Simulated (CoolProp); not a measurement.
Properties of octamethyltrisiloxane (MDM) along the isobar 0.101 MPa (Tc = 565.4 K, pc = 1.438 MPa, ω = 0.528).

Computed with CoolProp (reference Helmholtz-energy equation of state, Thol 2017).

```csv
T (K),phase,Z,cv (kJ/(kg K)),speed of sound (m/s),fugacity coefficient
328,liquid,0.01116,1.540,816.1,0.02805
337,liquid,0.01099,1.563,786.2,0.04367
346,liquid,0.01084,1.585,756.7,0.06594
355.1,liquid,0.01069,1.608,727.0,0.09723
364.1,liquid,0.01057,1.631,697.9,0.1391
373.2,liquid,0.01045,1.654,668.8,0.1951
382.2,liquid,0.01034,1.677,640.1,0.2668
391.2,liquid,0.01025,1.700,611.6,0.3576
400.3,liquid,0.01017,1.724,583.0,0.4718
409.3,liquid,0.01010,1.747,554.9,0.6100
```
